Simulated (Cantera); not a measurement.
An isothermal, constant-pressure homogeneous reactor starts with CH₄ : H₂ = 0.012 : 1 (molar parts), at 1975 K and 0.132 atm.

Model: GRI-Mech 3.0 (53 species, 325 reactions), integrated in Cantera. GRI-Mech 3.0 stops at C3 and has no aromatics, soot or wall deposition, so with more carbon than oxygen in the feed, carbon stays in small species such as C2H2 where larger ones or solid carbon would form.

x: mole fraction; the columns are a selection and need not sum to one.

```
t (s)        x CH₄   x H₂     x CH₃     x C₂H     x CH₂    x C₂H₄    x C₂H₂
--------  --------  -----  --------  --------  --------  --------  --------
4.00e-6     0.0119  0.988   2.77e-6    <1e-12  1.73e-11  3.85e-12    <1e-12
2.06e-5     0.0118  0.988       [?]    <1e-12  3.76e-10  3.84e-10  3.66e-12
0.000106    0.0118  0.988   4.35e-5    <1e-12   9.61e-9   3.93e-8   2.30e-9
0.000543    0.0116  0.987       [?]  3.20e-11       [?]       [?]       [?]
0.00279     0.0105  0.985  0.000638   1.77e-8   2.27e-6   1.89e-5  0.000335
0.0143     0.00617  0.987  0.000440   1.59e-7   1.90e-6   1.04e-5   0.00257
0.0737     0.00187  0.989  0.000138   3.11e-7   6.44e-7   5.69e-6   0.00485
0.379     0.000418  0.990   3.13e-5   3.65e-7   1.50e-7   5.76e-6   0.00562
1.95      0.000180  0.990   1.35e-5   3.74e-7   6.53e-8   5.85e-6   0.00575
10.0      0.000176  0.990   1.32e-5   3.74e-7   6.40e-8   5.86e-6   0.00575
```

Task: Fill in the missing entries.

Result: 
- 2.06e-5, x CH₃: 9.62e-6
- 0.000543, x CH₃: 0.000209
- 0.000543, x CH₂: 2.33e-7
- 0.000543, x C₂H₄: 3.06e-6
- 0.000543, x C₂H₂: 2.06e-6
